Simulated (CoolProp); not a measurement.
Vapour-liquid equilibrium of R114 (1) + n-pentane (2) at 85.85 °C; x and y are mole fractions of (1).

The numbers come from the multi-fluid Helmholtz-energy mixture model, Platzer 1990 and Thol 2019; pair parameters Bell 2016 in CoolProp. This equation is an older, rougher fit; its heat capacities, sound speeds and derivatives of the liquid may be far off and weren't checked against measurements.

### Question
Give the bubble pressure and the first vapour's composition at x = 0.25, 0.65, 0.95. Is there an azeotrope?

### Answer
x = 0.25: 6.533 bar, y = 0.464; x = 0.65: 9.024 bar, y = 0.774; x = 0.95: 10.39 bar, y = 0.964. No azeotrope shows between x = 0.05 and 0.95.

Pair parameters are fitted to limited data, so mixtures are less certain than the pure fluids.
